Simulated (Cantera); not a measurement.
## Transport properties of process gases

Gas mixture: 100 % CO2, at 380000 Pa, frozen composition.

Cantera's kinetic-theory transport with the Lennard-Jones parameters of GRI-Mech 3.0, ideal gas; thermal conductivity in the mixture-averaged form.

```csv
T (K),ρ (kg/m³),cp (J/kg/K),μ (µPa s),λ (mW/m/K),Pr,D (cm²/s) NH3,D (cm²/s) H2O,D (cm²/s) H2
400,5.03,937.9,19.8,25.3,0.731,0.0748,0.0763,0.292
500,4.02,1014,24.0,33.3,0.731,0.116,0.119,0.427
600,3.35,1076,27.9,41.0,0.731,0.163,0.169,0.582
700,2.87,1127,31.5,48.5,0.731,0.218,0.226,0.755
800,2.51,1169,34.8,55.7,0.731,0.279,0.290,0.944
900,2.23,1204,38.0,62.6,0.731,0.345,0.360,1.15
1000,2.01,1234,41.0,69.2,0.731,0.416,0.436,1.37
1100,1.83,1258,43.9,75.6,0.730,0.493,0.517,1.61
1200,1.68,1279,46.6,81.7,0.730,0.575,0.604,1.86
```
D: mixture-averaged diffusion coefficient of that species in the mixture.
